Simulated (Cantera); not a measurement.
Source: NASA polynomial tables (part measured, part estimated), evaluated in Cantera. Values are per mole of reaction as written; species without (g) are pure solids or liquids, kept so even where they would boil at 1 bar.

**Question.** Between 300 and 1150 K, where is each reaction favourable under standard conditions?
- 3 H2O(g) + 3 Cu + O3(g) → 3 Cu(OH)2

**Answer.** 
- 3 H2O(g) + 3 Cu + O3(g) → 3 Cu(OH)2: ΔG° is -594 kJ at 300 K and -157 kJ at 1150 K; it stays negative (K > 1). ΔH° is -693 kJ and ΔS° -466 J/K at 1150 K.
